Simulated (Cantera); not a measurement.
A closed system holds: 1 mol C2H5OH, 0.42 mol O2, 70 mol H2, 0.15 mol CO2, held at 1600000 Pa.

Method: chemical equilibrium by Gibbs-energy minimisation in Cantera with the NASA 1993 tables (ideal gas, pure condensed phases). Candidate condensed phases: C, C6H6, C7H8, C8H18, H2O; 110 gas species. Kinetics and transport are ignored.

x: gas mole fraction; nothing condenses.

```
T (K)   x H2    x CO       x H     x CH4
-----  -----  ------  --------  --------
1748   0.970  0.0271   5.63e-5   0.00154
1798   0.970  0.0274   8.67e-5   0.00126
1848   0.970  0.0276       ___       ___
1898   0.970  0.0278  0.000192  0.000878
1948   0.970  0.0279  0.000278  0.000743
1998   0.970  0.0280  0.000395  0.000635
2048   0.970  0.0281  0.000551  0.000547
2098   0.970  0.0281  0.000758  0.000474
2148   0.970  0.0282   0.00103  0.000412
2198   0.970  0.0282   0.00137  0.000360
2248   0.969  0.0282       ___       ___
2298   0.969  0.0282   0.00236  0.000275
2348   0.968  0.0283   0.00304  0.000241
```

Fill in the missing entries.


- 1848, x H: 0.000131
- 1848, x CH4: 0.00105
- 2248, x H: 0.00181
- 2248, x CH4: 0.000315
